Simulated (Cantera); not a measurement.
Charge: 1 mol TiO₂, 1.5 mol CO, 0.15 mol H₂, at 1675 K and 110000 Pa.

Equilibrium computed with Cantera from the NASA thermochemical tables; the gas is ideal and each condensed phase is pure. Candidate condensed phases: C, C₆H₆, C₇H₈, C₈H₁₈, H₂O, Ti, TiC, TiO, TiO₂, Ti₂O₃, Ti₃O₅, Ti₄O₇; 113 gas species. Mutual solubility and eutectic melting of coexisting phases are not modelled. Condensed phases not in the tables: Magnéli phases beyond Ti₄O₇. Equilibrium is a limit: real reactors are often held back by kinetics, nucleation or transport.

Base state: CO 0.895, H₂ 0.0865, CO₂ 0.0138, H₂O 0.00443, H 3.26e-5 (mole fractions); condensed: TiO₂(rutile) + Ti₄O₇(s).

What changes in the equilibrium state with this change: temperature from 1675 K to 2148 K?


```tsv
species	before	after
CO	0.895	0.795
CO₂	0.0138	0.113
H₂	0.0865	0.0523
H₂O	0.00443	0.0381
OH	8.06e-8	8.51e-5
H	3.26e-5	0.000909
TiO₂(rutile), mol	0.880	0
Ti₄O₇(s), mol	0.0301	0
Ti₄O₇(l), mol	0	0.250
```

What changes in the equilibrium state with this change: TiO₂ replaced by MgO?


| species | before | after |
|---|---|---|
| CO | 0.895 | 0.909 |
| H₂ | 0.0865 | 0.0908 |
| CO₂ | 0.0138 | 0.000152 |
| H₂O | 0.00443 | 5.05e-5 |
| Mg | 0 | 9.36e-5 |
| CH₄ | 1.06e-7 | 1.09e-5 |
| H | 3.26e-5 | 3.34e-5 |
| TiO₂(rutile), mol | 0.880 | 0 |
| Ti₄O₇(s), mol | 0.0301 | 0 |
| MgO(s), mol | 0 | 1.000 |
Further candidate phases: Mg, MgCO₃, MgO, Mg(OH)₂.
